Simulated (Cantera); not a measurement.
## Thermodynamics of thermal oxidation and active oxidation of silicon, feed Si + N₂O + H₂

A closed system holds: 1 mol Si, 0.68 mol N₂O, 2.3 mol H₂, held at 0.100 bar.

Cantera equilibrium calculation (NASA polynomials, part measured and part estimated; ideal gas, pure solids and liquids). Candidate condensed phases: H₂O, Si, SiO₂, Si₂N₂O, Si₃N₄; 35 gas species. Mutual solubility and eutectic melting of coexisting phases are not modelled. The tables hold silica as quartz up to 1696 K and as liquid above; real silica turns to tridymite and cristobalite and melts near 1996 K. Gases not in the tables: Si₂H₆ and higher silanes. Kinetics and transport are ignored.

| T (°C) | x H₂ | x N₂ | x SiO | x H | x H₂O | x Si | x SiH₂ | n SiO₂(β-quartz) | n Si₂N₂O(s) | n SiO₂(condensed) |
|---|---|---|---|---|---|---|---|---|---|---|
| 975 | 0.905 | 0.0945 | 3.02e-8 | 1.41e-6 | 7.69e-5 | <1e-12 | <1e-12 | 0.120 | 0.440 | 0 |
| 1050 | 0.905 | 0.0945 | 4.77e-7 | 4.77e-6 | 9.60e-5 | <1e-12 | 1.33e-12 | 0.120 | 0.440 | 0 |
| 1125 | 0.905 | 0.0945 | 5.57e-6 | 1.42e-5 | 0.000117 | <1e-12 | 2.08e-11 | 0.120 | 0.440 | 0 |
| 1200 | 0.905 | 0.0945 | 5.04e-5 | 3.81e-5 | 0.000139 | 1.41e-11 | 2.45e-10 | 0.120 | 0.440 | 0 |
| 1275 | 0.905 | 0.0945 | 0.000366 | 9.26e-5 | 0.000163 | 2.91e-10 | 2.26e-9 | 0.119 | 0.440 | 0 |
| 1350 | 0.903 | 0.0949 | 0.00220 | 0.000208 | 0.000187 | 4.53e-9 | 1.69e-8 | 0.118 | 0.438 | 0 |
| 1425 | 0.891 | 0.0967 | 0.0111 | 0.000432 | 0.000211 | 5.44e-8 | 1.03e-7 | 0 | 0.431 | 0.110 |
| 1500 | 0.847 | 0.104 | 0.0478 | 0.000828 | 0.000228 | 5.12e-7 | 5.02e-7 | 0 | 0.397 | 0.0764 |
| 1575 | 0.760 | 0.119 | 0.119 | 0.00146 | 0.000105 | 5.73e-6 | 2.89e-6 | 0 | 0.320 | 0 |
| 1650 | 0.759 | 0.119 | 0.119 | 0.00259 | 9.49e-6 | 0.000138 | 4.14e-5 | 0 | 0.319 | 0 |
x: gas mole fraction; n: condensed amount in mol.

From 975 °C to 1350 °C the condensed part is SiO₂(β-quartz) + Si₂N₂O(s). From 1425 °C to 1500 °C the condensed part is SiO₂(condensed) + Si₂N₂O(s). From 1575 °C to 1650 °C the condensed part is Si₂N₂O(s). The main Si-bearing gas is SiO throughout.
